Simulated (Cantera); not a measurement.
What does this Cantera script print?

```python
import numpy as np
import cantera as ct

gas = ct.Solution("gri30.yaml")
gas.TPX = 1000, 1700, {'H2': 0.045, 'O2': 1, 'N2': 3.3, 'H2O': 0.018}
reactor = ct.IdealGasConstPressureReactor(gas, energy="off", clone=False)
net = ct.ReactorNet([reactor])
net.rtol, net.atol = 1e-08, 1e-18
show = ['H2', 'O2', 'H2O', 'H2O2', 'H']
times = np.geomspace(1e-06, 300, 12)

steps = ct.SolutionArray(gas, extra=["t"])
rows = []
print(f"{'t/s':>10s}{'T/K':>9s}{'P/Pa':>11s}" + "".join(f"{s:>11s}" for s in show))
for t in times:
    while net.time < t:
        t_next = net.step()
        steps.append(gas.state, t=t_next)
    rows.append([np.interp(t, steps.t, y) for y in (steps.T, steps.P, *steps(*show).X.T)])
    print(f"{t:10.3e}{rows[-1][0]:9.1f}{rows[-1][1]:11.4g}" + "".join(f"{x:11.3e}" for x in rows[-1][2:]))
rate = np.gradient(steps.T, steps.t)
print("integrator steps:", len(steps.t))
if steps.T.max() > steps.T[0] + 200:
    print(f"time of steepest temperature rise: {steps.t[rate.argmax()]:.4e} s")
gas.TPX = 1000, 1700, {'H2': 0.045, 'O2': 1, 'N2': 3.3, 'H2O': 0.018}
gas.equilibrate("TP")
print(f"equilibrium (TP): T = {gas.T:.1f} K  " + "  ".join(f"{s} {gas[s].X[0]:.3e}" for s in show))
```

Output:

```
       t/s      T/K       P/Pa         H2         O2        H2O       H2O2          H
 1.000e-06   1000.0       1700  1.031e-02  2.292e-01  4.126e-03  2.049e-21  2.921e-14
 5.897e-06   1000.0       1700  1.031e-02  2.292e-01  4.126e-03  7.232e-20  1.712e-13
 3.478e-05   1000.0       1700  1.031e-02  2.292e-01  4.126e-03  2.418e-18  9.781e-13
 2.051e-04   1000.0       1700  1.031e-02  2.292e-01  4.126e-03  8.349e-17  4.990e-12
 1.209e-03   1000.0       1700  1.031e-02  2.292e-01  4.126e-03  2.930e-15  2.758e-11
 7.132e-03   1000.0       1700  1.031e-02  2.292e-01  4.126e-03  1.418e-13  4.674e-09
 4.206e-02   1000.0       1700  3.004e-04  2.232e-01  1.320e-02  3.641e-08  1.532e-03
 2.480e-01   1000.0       1700  1.702e-05  2.250e-01  1.444e-02  2.514e-08  2.891e-05
 1.463e+00   1000.0       1700  5.066e-07  2.252e-01  1.451e-02  9.133e-09  1.767e-07
 8.626e+00   1000.0       1700  2.397e-08  2.252e-01  1.451e-02  1.461e-09  2.433e-09
 5.087e+01   1000.0       1700  2.236e-09  2.252e-01  1.451e-02  2.130e-10  8.154e-11
 3.000e+02   1000.0       1700  2.987e-10  2.252e-01  1.451e-02  3.359e-11  4.248e-12
integrator steps: 1697
equilibrium (TP): T = 1000.0 K  H2 2.064e-11  O2 2.252e-01  H2O 1.451e-02  H2O2 2.529e-12  H 7.959e-14
```

Detailed kinetics in Cantera: GRI-Mech 3.0 (53 species, 325 reactions). Radical loss at walls, strong at low pressure, is not modelled.
